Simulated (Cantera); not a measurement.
**Si + HBr + N2 (silicon etching in halogen gases)**

Charge: 1 mol Si, 9 mol HBr, 4.4 mol N2, at 0.133 bar.

Cantera equilibrium calculation (NASA polynomials, part measured and part estimated; ideal gas, pure solids and liquids). Candidate condensed phases: Br2, Si, Si3N4; 28 gas species. N2 is the only nitrogen source here; it is nearly inert below about 1500 K, so the nitride shown seldom forms there in practice. The tables' values for SiBr3, SiBr are old estimates; treat these amounts as uncertain. Equilibrium is a limit: real reactors are often held back by kinetics, nucleation or transport.

```json
[
 {"T (°C)": "750", "x HBr": "0.461", "x N2": "0.343", "x H2": "0.131", "x SiBr4": "0.0652", "x SiBr2": "1.84e-6", "x Br": "2.03e-5", "x SiBr3": "2.41e-5", "n Si3N4(s)": "0.0619"},
 {"T (°C)": "850", "x HBr": "0.465", "x N2": "0.342", "x H2": "0.128", "x SiBr4": "0.0640", "x SiBr2": "3.19e-5", "x Br": "0.000102", "x SiBr3": "0.000139", "n Si3N4(s)": "0.0659"},
 {"T (°C)": "950", "x HBr": "0.467", "x N2": "0.342", "x H2": "0.127", "x SiBr4": "0.0626", "x SiBr2": "0.000343", "x Br": "0.000392", "x SiBr3": "0.000596", "n Si3N4(s)": "0.0679"},
 {"T (°C)": "1050", "x HBr": "0.467", "x N2": "0.341", "x H2": "0.126", "x SiBr4": "0.0597", "x SiBr2": "0.00251", "x Br": "0.00122", "x SiBr3": "0.00200", "n Si3N4(s)": "0.0634"},
 {"T (°C)": "1150", "x HBr": "0.457", "x N2": "0.342", "x H2": "0.127", "x SiBr4": "0.0517", "x SiBr2": "0.0131", "x Br": "0.00319", "x SiBr3": "0.00521", "n Si3N4(s)": "0.0350"},
 {"T (°C)": "1250", "x HBr": "0.457", "x N2": "0.339", "x H2": "0.118", "x SiBr4": "0.0330", "x SiBr2": "0.0354", "x Br": "0.00777", "x SiBr3": "0.00817", "n Si3N4(s)": "0"},
 {"T (°C)": "1350", "x HBr": "0.470", "x N2": "0.332", "x H2": "0.104", "x SiBr4": "0.0155", "x SiBr2": "0.0517", "x Br": "0.0180", "x SiBr3": "0.00791", "n Si3N4(s)": "0"},
 {"T (°C)": "1450", "x HBr": "0.464", "x N2": "0.326", "x H2": "0.101", "x SiBr4": "0.00585", "x SiBr2": "0.0618", "x Br": "0.0352", "x SiBr3": "0.00610", "n Si3N4(s)": "0"}
]
```
x: gas mole fraction; n: condensed amount in mol.

From 750 °C to 1150 °C the condensed part is Si3N4(s). From 1250 °C to 1450 °C nothing is condensed. The main Si-bearing gas is SiBr4 at 750 °C and SiBr2 at 1450 °C.
